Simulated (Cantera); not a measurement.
A perfectly stirred reactor is fed with CH4 : CO2 : H2O = 1 : 1.7 : 0.035 (molar parts), at 4.15 atm; it is held at 1925 K, and followed from long to short residence time.

Detailed kinetics in Cantera: GRI-Mech 3.0 (53 species, 325 reactions).

Task: Predict: x(CH4) at τ = 25.0 s; x(CO2) at τ = 25.0 s; x(H2O) at τ = 25.0 s; x(C2H4) at τ = 25.0 s; x(C2H6) at τ = 25.0 s; x(CH4) at τ = 57.0 ms; x(CO2) at τ = 57.0 ms; x(H2O) at τ = 57.0 ms; x(C2H4) at τ = 57.0 ms; x(C2H6) at τ = 57.0 ms.

Result: 
- x(CH4) at τ = 25.0 s = 0.000233
- x(CO2) at τ = 25.0 s = 0.0433
- x(H2O) at τ = 25.0 s = 0.112
- x(C2H4) at τ = 25.0 s = 1.33e-7
- x(C2H6) at τ = 25.0 s = 1.45e-9
- x(CH4) at τ = 57.0 ms = 0.0141
- x(CO2) at τ = 57.0 ms = 0.0727
- x(H2O) at τ = 57.0 ms = 0.155
- x(C2H4) at τ = 57.0 ms = 0.000306
- x(C2H6) at τ = 57.0 ms = 6.50e-6
